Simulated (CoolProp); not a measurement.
Vapour-liquid equilibrium of propane (1) + c-C4F8 (RC318) (2) at 55.55 °C; x and y are mole fractions of (1).

Model: multi-fluid Helmholtz-energy mixture model, Lemmon 2009 and Platzer 1990; pair parameters Bell 2016, in CoolProp. This equation is an older, rougher fit; its heat capacities, sound speeds and derivatives of the liquid may be far off and weren't checked against measurements.

| x | bubble pressure (bar) | y at the bubble point | dew pressure at overall composition x (bar) | liquid density (mol/L) |
|---|---|---|---|---|
| 0.05 | 8.829 | 0.160 | 7.871 | 6.884 |
| 0.125 | 10.69 | 0.324 | 8.501 | 6.992 |
| 0.2 | 12.34 | 0.434 | 9.227 | 7.103 |
| 0.275 | 13.76 | 0.513 | 10.07 | 7.219 |
| 0.35 | 14.98 | 0.573 | 11.05 | 7.344 |
| 0.425 | 16.01 | 0.623 | 12.19 | 7.483 |
| 0.5 | 16.88 | 0.666 | 13.52 | 7.642 |
| 0.575 | 17.63 | 0.705 | 15.02 | 7.831 |
| 0.65 | 18.26 | 0.745 | 16.57 | 8.059 |
| 0.725 | 18.78 | 0.786 | 17.96 | 8.337 |
| 0.8 | 19.17 | 0.831 | 18.92 | 8.675 |
| 0.875 | 19.42 | 0.883 | 19.39 | 9.082 |
| 0.95 | 19.44 | 0.948 | 19.44 | 9.562 |

y crosses x between x = 0.875 and 0.95: the model has an azeotrope there.

Pair parameters are fitted to limited data, so mixtures are less certain than the pure fluids.
